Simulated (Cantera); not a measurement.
A perfectly stirred reactor is fed with CH4 : H2 : O2 = 0.018 : 1 : 0.013 (molar parts), at 0.0263 atm; it is held at 2673 K, and followed from long to short residence time.

Cantera simulation using GRI-Mech 3.0 (53 species, 325 reactions); the numbers are that mechanism's predictions, not measurements. Radical loss at walls, strong at low pressure, is not modelled.

What does this change do: 0.017 parts H2O added?


```csv
quantity,before,after
x(CH4) at τ = 0.450 s,6.73e-7,2.77e-7
x(H2) at τ = 0.450 s,0.758,0.744
x(O2) at τ = 0.450 s,4.48e-7,2.91e-6
x(C2H6) at τ = 0.450 s,<1e-12,<1e-12
x(CO2) at τ = 0.450 s,1.87e-5,5.72e-5
x(CH4) at τ = 49.0 ms,0.000107,7.05e-5
x(H2) at τ = 49.0 ms,0.880,0.871
x(O2) at τ = 49.0 ms,3.90e-6,4.42e-6
x(C2H6) at τ = 49.0 ms,2.94e-10,1.23e-10
x(CO2) at τ = 49.0 ms,2.12e-5,5.92e-5
```

What does this change do: O2 0.013 to 0.0017 parts?


| quantity | before | after |
|---|---|---|
| x(CH4) at τ = 0.450 s | 6.73e-7 | 4.78e-6 |
| x(H2) at τ = 0.450 s | 0.758 | 0.763 |
| x(O2) at τ = 0.450 s | 4.48e-7 | 2.17e-8 |
| x(C2H6) at τ = 0.450 s | <1e-12 | 1.08e-12 |
| x(CO2) at τ = 0.450 s | 1.87e-5 | 3.15e-9 |
| x(CH4) at τ = 49.0 ms | 0.000107 | 0.000114 |
| x(H2) at τ = 49.0 ms | 0.880 | 0.886 |
| x(O2) at τ = 49.0 ms | 3.90e-6 | 4.66e-7 |
| x(C2H6) at τ = 49.0 ms | 2.94e-10 | 3.50e-10 |
| x(CO2) at τ = 49.0 ms | 2.12e-5 | 1.22e-7 |
GRI-Mech 3.0 stops at C3 and has no aromatics, soot or wall deposition, so with more carbon than oxygen in the feed, carbon stays in small species such as C2H2 where larger ones or solid carbon would form.

What does this change do: CH4 0.018 to 0.0041 parts?


```tsv
quantity	before	after
x(CH4) at τ = 0.450 s	6.73e-7	6.32e-8
x(H2) at τ = 0.450 s	0.758	0.749
x(O2) at τ = 0.450 s	4.48e-7	2.63e-6
x(C2H6) at τ = 0.450 s	<1e-12	<1e-12
x(CO2) at τ = 0.450 s	1.87e-5	1.26e-5
x(CH4) at τ = 49.0 ms	0.000107	1.32e-5
x(H2) at τ = 49.0 ms	0.880	0.872
x(O2) at τ = 49.0 ms	3.90e-6	4.11e-6
x(C2H6) at τ = 49.0 ms	2.94e-10	4.66e-12
x(CO2) at τ = 49.0 ms	2.12e-5	1.29e-5
```
